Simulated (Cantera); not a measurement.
Feed: 1 mol Cu, 0.31 mol O2, 78 mol H2, at 14.0 Pa.

These are equilibrium values from Cantera (NASA tables, ideal gas, pure condensed phases), not measurements of a reactor. Candidate condensed phases: Cu, CuO, Cu(OH)2, Cu2O, H2O; 12 gas species. Equilibrium is a limit: real reactors are often held back by kinetics, nucleation or transport.

What share of the Cu ends up in condensed phases as a function of T (K), at 1173, 1198, 1223, 1248, 1273, 1298, 1323, 1348, 1373, 1398, 1423, 1448, 1473?


```json
[
 {"T (K)": "1173", "Cu condensed (%)": "99.7", "as": "Cu(s)"},
 {"T (K)": "1198", "Cu condensed (%)": "99.4", "as": "Cu(s)"},
 {"T (K)": "1223", "Cu condensed (%)": "98.7", "as": "Cu(s)"},
 {"T (K)": "1248", "Cu condensed (%)": "97.5", "as": "Cu(s)"},
 {"T (K)": "1273", "Cu condensed (%)": "95.4", "as": "Cu(s)"},
 {"T (K)": "1298", "Cu condensed (%)": "91.6", "as": "Cu(s)"},
 {"T (K)": "1323", "Cu condensed (%)": "85.0", "as": "Cu(s)"},
 {"T (K)": "1348", "Cu condensed (%)": "73.8", "as": "Cu(s)"},
 {"T (K)": "1373", "Cu condensed (%)": "55.7", "as": "Cu(l)"},
 {"T (K)": "1398", "Cu condensed (%)": "27.0", "as": "Cu(l)"},
 {"T (K)": "1423", "Cu condensed (%)": "0.0", "as": "-"},
 {"T (K)": "1448", "Cu condensed (%)": "0.0", "as": "-"},
 {"T (K)": "1473", "Cu condensed (%)": "0.0", "as": "-"}
]
```
